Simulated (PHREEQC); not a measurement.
**Reverse-osmosis permeate: speciation**

A made-up water analysis in mmol/kgw, 20 °C, pH 6.33, pe 12:

```tsv
constituent	mmol/kgw
Na	0.162
K	0.00106
Ca	0.0222
Mg	0.0662
Cl	0.0109
S(6)	0.0265
Alkalinity (meq/kgw)	0.281
N(5)	4.99e-05
Cu(2)	0.000712
```

Valence states are taken as typed.

Computed with PHREEQC (ion-association model, phreeqc.dat).

This is a speciation only: nothing precipitates in the calculation.

**Question.** What charge-balance error does the model give?

**Answer.** charge-balance error -0.5 %.

**Question.** In which forms is C present?

**Answer.** CO2 52 %, HCO3- 48 % of the C.

Species that the database lacks are ignored.
